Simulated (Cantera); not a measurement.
Cantera with NASA thermochemical tables; ideal gases at 1 bar, condensed phases pure. Values are per mole of reaction as written; species without (g) are pure solids or liquids, kept so even where they would boil at 1 bar.

Problem. Between 300 and 2100 K, where is each reaction favourable under standard conditions?
- C + NO₂(g) = CO₂(g) + N(g)

Solution. 
- C + NO₂(g) = CO₂(g) + N(g): ΔG° is 9 kJ at 300 K and -222 kJ at 2100 K; it changes sign between 300 and 1800 K. ΔH° is 47 kJ and ΔS° 128 J/K at 2100 K.
